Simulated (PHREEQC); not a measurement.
Metal-bearing waste water: an equilibrium model

Solution (25 °C): 0.0042 mol/kgw MnSO4 and 0.076 mol/kgw Na2SO4. Closed to the air; pH follows from the charge balance.

The numbers come from PHREEQC with the ion-association model, phreeqc.dat.

Each row changes one thing in this solution. Precipitation was switched off in this run.

| case | pH | ionic strength (mol/kgw) | SO4-2 (mol/kgw) | HSO4- (mol/kgw) |
|---|---|---|---|---|
| as made | 7.00 | 0.210 | 0.0650 | 2.46e-7 |
| MnSO4 replaced by MgSO4 at the same molality | 7.17 | 0.209 | … | 1.66e-7 |
| Na2SO4 left out | 6.63 | 0.0135 | … | 5.48e-8 |
| temperature from 25 to 35 °C | 6.87 | 0.209 | 0.0645 | 4.03e-7 |
| MnSO4 from 0.0042 to 0.0084 mol/kgw | 6.89 | 0.218 | 0.0669 | 3.16e-7 |
| diluted 10-fold with water | 6.99 | 0.0233 | 0.00758 | 4.90e-8 |
| MnSO4 from 0.0042 to 0.042 mol/kgw | 6.62 | 0.281 | 0.0819 | 6.67e-7 |
| 0.0054 mol/kgw NaHCO3 added | 7.47 | 0.215 | 0.0649 | 8.11e-8 |

Question: What belongs in the gaps?

Answer: 
- MnSO4 replaced by MgSO4 at the same molality, SO4-2 (mol/kgw): 0.0647
- Na2SO4 left out, SO4-2 (mol/kgw): 0.00338

Some of these states are supersaturated (in Rhodochrosite, for instance).
